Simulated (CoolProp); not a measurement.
A closed Brayton cycle with dry air: compressor inlet 332.15 K and 6.6 MPa, high pressure 20.6 MPa, turbine inlet 915 K, compressor efficiency 0.8, turbine efficiency 0.85, recuperator effectiveness 0 (on enthalpy, no pinch check). Each further row changes one setting.

The numbers come from the reference Helmholtz-energy equation of state, Lemmon 2000 in CoolProp. It is a pseudo-pure fit of the blend.

```tsv
case	thermal efficiency (%)	net work (kJ/kg)	compressor to turbine work	compressor exit (K)	turbine exit (K)
as stated	13.2	62.6	0.73	492.2	715.4
turbine inlet 865 K	12.0	…	0.77	492.2	674.5
compressor inlet 342.15 K	12.5	57.3	0.75	506.8	715.4
high pressure 17.5 MPa	12.3	…	0.69	466.1	…
recuperator effectiveness 0.5	17.7	62.6	0.73	492.2	715.4
```

Problem. Complete the blanks.

Solution. 
- turbine inlet 865 K, net work (kJ/kg): 50.0
- high pressure 17.5 MPa, net work (kJ/kg): 61.3
- high pressure 17.5 MPa, turbine exit (K): 740.9
